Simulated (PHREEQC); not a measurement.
Make-up at 25 °C: 7.9e-05 mol PbCl2 and 7e-05 mol NaCl per kg of water. Closed to the air; pH follows from the charge balance.

All values are PHREEQC results (ion-association model, wateq4f.dat), not measurements.

Each row changes one thing in this solution. Precipitation was switched off in this run.

```
case                                      pH  PbOH+ (mol/kgw)  PbCl+ (mol/kgw)  Pb2OH+3 (mol/kgw)  SI of Pb(OH)2 (Pb(OH)2)  SI of Litharge (PbO)
--------------------------------------  ----  ---------------  ---------------  -----------------  -----------------------  --------------------
as made                                 5.93          1.20e-6          6.45e-7            2.24e-9                    -0.44                 -5.01
PbCl2 from 7.9e-05 to 7.11e-05 mol/kgw  5.95          1.13e-6          5.42e-7            1.90e-9                    -0.44                 -5.01
PbCl2 from 7.9e-05 to 1.58e-05 mol/kgw  6.27          5.28e-7          5.85e-8           1.89e-10                    -0.46                 -5.03
NaCl from 7e-05 to 0.0007 mol/kgw       5.94          1.17e-6          2.24e-6            2.26e-9                    -0.45                 -5.02
diluted 10-fold with water              6.41          3.68e-7          6.65e-9           6.35e-11                    -0.47                 -5.04
temperature from 25 to 15 °C            5.93          1.20e-6          5.01e-7            2.25e-9                    -0.80                 -5.43
```
